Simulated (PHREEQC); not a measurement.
Make-up at 20 °C: 0.0042 mol/kgw CdCl2 and 0.093 mol/kgw Na2SO4. It is in equilibrium with CO2 at log p = -2 (atm). Otherwise closed; pH follows from the charge balance.

Equilibrium calculation in PHREEQC: ion-association model, phreeqc.dat.

```
quantity            before     after
----------------  --------  --------
pH                    5.09      4.98
CO2 (mol/kgw)     0.000370  0.000387
(CO2)2 (mol/kgw)   2.24e-9   2.34e-9
```

Question: Name the change that produced these shifts.
A. Na2SO4 from 0.093 to 0.0186 mol/kgw
B. CdCl2 from 0.0042 to 0.0021 mol/kgw
C. CdCl2 replaced by FeCl3 at the same molality
D. Na2SO4 left out
E. temperature from 20 to 70 °C

Answer: A, Na2SO4 from 0.093 to 0.0186 mol/kgw

Precipitation was switched off in this run.
